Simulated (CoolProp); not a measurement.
A Linde-Hampson liquefier for ethylene: isothermal reversible compression at 320 K from 1 atm to 15 MPa, throttling to 1 atm, return gas leaving the recuperator 2 K below the feed. Each further row changes one setting.

Model: reference Helmholtz-energy equation of state, Smukala 2000, in CoolProp.

| case | liquid yield per pass | compression work (kJ/kg of gas) |
|---|---|---|
| as stated | ___ | 404 |
| high pressure 30 MPa | ___ | ___ |
| warm-end temperature 350 K | ___ | ___ |
| warm-end gap 7 K | 0.385 | 404 |

Task: Fill in the missing entries.

Result: 
- as stated, liquid yield per pass: 0.392
- high pressure 30 MPa, liquid yield per pass: 0.426
- high pressure 30 MPa, compression work (kJ/kg of gas): 444
- warm-end temperature 350 K, liquid yield per pass: 0.288
- warm-end temperature 350 K, compression work (kJ/kg of gas): 465
